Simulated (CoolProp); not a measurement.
Properties of nitrous oxide along the isobar 10300 kPa (Tc = 309.5 K, pc = 7245 kPa, ω = 0.161).

The numbers come from the reference Helmholtz-energy equation of state, Lemmon 2006 in CoolProp. It is a short technical equation, of lower accuracy than the large ones.

```tsv
T (K)	phase	cp (kJ/(kg K))	cv (kJ/(kg K))	fugacity coefficient
268.6	liquid	1.945	0.9079	0.2499
291.7	liquid	2.245	0.9098	0.3855
314.9	supercritical	3.571	0.9443	0.5346
338	supercritical	3.659	0.9599	0.6536
361.1	supercritical	1.925	0.8770	0.7260
384.3	supercritical	1.538	0.8551	0.7791
407.4	supercritical	1.380	0.8517	0.8201
430.6	supercritical	1.299	0.8557	0.8531
453.7	supercritical	1.253	0.8632	0.8797
476.9	supercritical	1.225	0.8727	0.9016
500	supercritical	1.209	0.8831	0.9197
```

The peak of cp marks the crossing from liquid-like to gas-like fluid above the critical point.
